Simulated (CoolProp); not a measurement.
Carbon dioxide at 298.15 K and 5.1 MPa flows at 0.14 m/s in a round tube of 12.7 mm bore and 1.5 µm roughness, fully developed (64/Re and Nu = 3.66 if laminar; Colebrook and Gnielinski if turbulent). Each further row changes one setting.

Values from CoolProp's reference Helmholtz-energy equation of state, Span 1996.

```
case               Reynolds number  Darcy friction factor  pressure drop (Pa/m)  heat-transfer coefficient (W/(m² K))  mass flow (kg/h)
-----------------  ---------------  ---------------------  --------------------  ------------------------------------  ----------------
as stated                    14500                      …                  2.96                                   106              8.67
velocity 0.28 m/s            29000                      …                  10.1                                     …              17.3
diameter 25.4 mm             29000                 0.0238                  1.25                                     …                 …
```

Question: Complete the blanks.

Answer: 
- as stated, Darcy friction factor: 0.0283
- velocity 0.28 m/s, Darcy friction factor: 0.0240
- velocity 0.28 m/s, heat-transfer coefficient (W/(m² K)): 189
- diameter 25.4 mm, heat-transfer coefficient (W/(m² K)): 93.9
- diameter 25.4 mm, mass flow (kg/h): 34.7

Viscosity comes from a separate model (Laesecke 2017). Thermal conductivity comes from a separate model (Huber 2016).
